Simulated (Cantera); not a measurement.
Input: 1 mol Si, 4.9 mol Cl₂, 84 mol H₂, at 998.15 K and 3.10 Pa.

Method: chemical equilibrium by Gibbs-energy minimisation in Cantera with the NASA 1993 tables (ideal gas, pure condensed phases). The tables' values for SiCl₃ are old estimates; treat these amounts as uncertain. The numbers say what is thermodynamically allowed, not how fast it happens.

```json
[
 {"species": "H₂", "before": "0.910", "after": "0.899"},
 {"species": "HCl", "before": "0.0791", "after": "0.0876"},
 {"species": "SiCl₂", "before": "0.00615", "after": "0.0112"},
 {"species": "Si", "before": "<1e-9", "after": "4.02e-5"},
 {"species": "SiCl₄", "before": "0.00386", "after": "1.34e-7"},
 {"species": "SiCl", "before": "<1e-9", "after": "2.38e-5"},
 {"species": "H", "before": "3.70e-7", "after": "0.00157"},
 {"species": "Cl", "before": "3.00e-8", "after": "0.000125"},
 {"species": "SiHCl₃", "before": "0.000308", "after": "1.18e-7"}
]
```
Gas species are given as mole fractions.

Which change was made?
A) temperature from 998.15 K to 1348.15 K
B) Cl₂ from 4.9 to 1.2 mol
C) temperature from 998.15 K to 773 K
D) temperature from 998.15 K to 1448.15 K

D, temperature from 998.15 K to 1448.15 K. The tables' values for SiCl, SiCl₃ are old estimates; treat these amounts as uncertain
